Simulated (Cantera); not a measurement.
Feed: 1 mol Si3N4, 0.44 mol H2O, 8.3 mol N2, 68 mol HCl, held at 1648 K.

These are equilibrium values from Cantera (NASA tables, ideal gas, pure condensed phases), not measurements of a reactor. Candidate condensed phases: H2O, NH4Cl, Si, SiO2, Si2N2O, Si3N4; 47 gas species. The tables' values for SiCl3, SiCl are old estimates; treat these amounts as uncertain. The tables hold silica as quartz up to 1696 K and as liquid above; real silica turns to tridymite and cristobalite and melts near 1996 K. Rates play no part.

log p: log10 of the partial pressure in bar; n: condensed amount in mol.

| P (Pa) | log p HCl | log p N2 | log p H2 | log p Cl | log p SiCl2 | log p SiCl4 | log p SiCl3 | n SiO2(β-quartz) |
|---|---|---|---|---|---|---|---|---|
| 1 | -5.15 | -5.90 | -6.19 | -6.21 | -6.51 | -10.23 | -8.54 | 0 |
| 6.80 | -4.29 | -5.06 | -5.46 | -5.72 | -5.68 | -8.41 | -7.22 | 0 |
| 46 | ? | ? | ? | ? | ? | ? | -5.95 | 0 |
| 320 | -2.60 | -3.38 | -3.84 | -4.84 | -4.11 | -5.09 | -4.77 | 0 |
| 2200 | -1.77 | -2.54 | -2.94 | -4.46 | -3.47 | -3.69 | -3.75 | 0.0119 |
| 15000 | ? | ? | ? | ? | ? | ? | -2.92 | ? |
| 100000 | -0.12 | -0.87 | -1.13 | -3.71 | -2.80 | -1.53 | -2.33 | 0.213 |

Q: Complete the blanks.

A: 
- 15000, log p HCl: -0.94
- 15000, log p N2: -1.70
- 15000, log p H2: -2.00
- 15000, log p Cl: -4.10
- 15000, log p SiCl2: -3.00
- 15000, log p SiCl4: -2.50
- 15000, n SiO2(β-quartz): 0.195
- 46, log p HCl: -3.45
- 46, log p N2: -4.23
- 46, log p H2: -4.69
- 46, log p Cl: -5.26
- 46, log p SiCl2: -4.87
- 46, log p SiCl4: -6.69
